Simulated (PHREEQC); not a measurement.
**Reverse-osmosis permeate: speciation**

Synthetic water in mg/kgw, 89 °C, pH 6.33, pe 12.5: Na 2.68; K 2.6e-07; Ca 1.07; Mg 0.327; Cl 5.1; S(6) as SO4 0.509; Alkalinity as HCO3 2.89; Br 0.0174; O(0) (dissolved oxygen) 0.00367; Cu(2) 0.00797.

Valence states are taken as typed.

The numbers come from PHREEQC with the ion-association model, phreeqc.dat.

Precipitation was switched off in this run.

Q: Predict the charge-balance error.

A: charge-balance error -1.2 %.

Q: In which forms is S present?

A: SO4-2 98 %, MgSO4 1.0 %, CaSO4 0.6 % of the S.

Constants without temperature data keep their 25 °C values here.
